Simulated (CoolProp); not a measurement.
Properties of ethanol along the isobar 17.4 MPa (Tc = 514.7 K, pc = 6.268 MPa, ω = 0.644).

Computed with CoolProp (reference Helmholtz-energy equation of state, Schroeder 2014).

```tsv
T (K)	phase	Z	speed of sound (m/s)	isothermal compressibility (1/MPa)	expansivity (1/kK)	conductivity (mW/(m K))	fugacity coefficient
419.6	liquid	0.3339	888.6	0.002339	1.705	153	0.06300
436.3	liquid	0.3310	832.3	0.002812	1.922	151	0.09113
453	liquid	0.3299	774.5	0.003435	2.161	148	0.1265
469.7	liquid	0.3305	716.0	0.004264	2.427	146	0.1691
486.4	liquid	0.3333	656.2	0.005418	2.755	143	0.2187
503.1	liquid	0.3386	593.4	0.007175	3.222	141	0.2744
519.8	supercritical	0.3478	525.8	0.01014	3.951	139	0.3349
536.5	supercritical	0.3632	454.4	0.01554	5.093	136	0.3984
553.2	supercritical	0.3883	387.6	0.02509	6.616	133	0.4625
569.9	supercritical	0.4258	338.0	0.03844	7.894	129	0.5244
586.6	supercritical	0.4747	307.2	0.05318	8.470	124	0.5818
603.3	supercritical	0.5318	290.1	0.06675	8.357	119	0.6332
620	supercritical	0.5914	285.2	0.07489	7.555	113	0.6782
```

Thermal conductivity comes from a separate model (Assael 2013).
